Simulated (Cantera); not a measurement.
What does this Cantera script print?

```python
import numpy as np
import cantera as ct

gas = ct.Solution("gri30.yaml")
gas.TPX = 1750, 11000, {'NO': 1, 'N2': 5.5}
reactor = ct.IdealGasConstPressureReactor(gas, energy="off", clone=False)
net = ct.ReactorNet([reactor])
net.rtol, net.atol = 1e-08, 1e-18
show = ['NO', 'O2', 'O', 'N2', 'NO2', 'N2O']
times = np.geomspace(1e-05, 10, 11)

steps = ct.SolutionArray(gas, extra=["t"])
rows = []
print(f"{'t/s':>10s}{'T/K':>9s}{'P/Pa':>11s}" + "".join(f"{s:>11s}" for s in show))
for t in times:
    while net.time < t:
        t_next = net.step()
        steps.append(gas.state, t=t_next)
    rows.append([np.interp(t, steps.t, y) for y in (steps.T, steps.P, *steps(*show).X.T)])
    print(f"{t:10.3e}{rows[-1][0]:9.1f}{rows[-1][1]:11.4g}" + "".join(f"{x:11.3e}" for x in rows[-1][2:]))
rate = np.gradient(steps.T, steps.t)
print("integrator steps:", len(steps.t))
if steps.T.max() > steps.T[0] + 200:
    print(f"time of steepest temperature rise: {steps.t[rate.argmax()]:.4e} s")
gas.TPX = 1750, 11000, {'NO': 1, 'N2': 5.5}
gas.equilibrate("TP")
print(f"equilibrium (TP): T = {gas.T:.1f} K  " + "  ".join(f"{s} {gas[s].X[0]:.3e}" for s in show))
```

It prints:

```
       t/s      T/K       P/Pa         NO         O2          O         N2        NO2        N2O
 1.000e-05   1750.0    1.1e+04  1.538e-01  1.235e-13  3.796e-09  8.462e-01  4.767e-12  3.799e-09
 3.981e-05   1750.0    1.1e+04  1.538e-01  1.954e-12  1.506e-08  8.462e-01  7.525e-11  1.512e-08
 1.585e-04   1750.0    1.1e+04  1.538e-01  3.060e-11  5.925e-08  8.462e-01  1.170e-09  6.003e-08
 6.310e-04   1750.0    1.1e+04  1.538e-01  4.716e-10  2.254e-07  8.462e-01  1.743e-08  2.367e-07
 2.512e-03   1750.0    1.1e+04  1.538e-01  7.110e-09  7.785e-07  8.462e-01  2.221e-07  9.076e-07
 1.000e-02   1750.0    1.1e+04  1.538e-01  1.330e-07  2.483e-06  8.462e-01  1.899e-06  3.123e-06
 3.981e-02   1750.0    1.1e+04  1.538e-01  4.320e-06  7.726e-06  8.462e-01  8.608e-06  7.466e-06
 1.585e-01   1750.0    1.1e+04  1.537e-01  5.279e-05  1.018e-05  8.462e-01  1.187e-05  9.196e-06
 6.310e-01   1750.0    1.1e+04  1.533e-01  2.614e-04  1.073e-05  8.464e-01  1.259e-05  9.149e-06
 2.512e+00   1750.0    1.1e+04  1.516e-01  1.096e-03  1.262e-05  8.473e-01  1.504e-05  8.921e-06
 1.000e+01   1750.0    1.1e+04  1.449e-01  4.431e-03  1.826e-05  8.506e-01  2.174e-05  8.073e-06
integrator steps: 459
equilibrium (TP): T = 1750.0 K  NO 2.277e-03  O2 7.575e-02  O 6.245e-05  N2 9.219e-01  NO2 1.265e-06  N2O 4.731e-08
```

Model: GRI-Mech 3.0 (53 species, 325 reactions), integrated in Cantera.
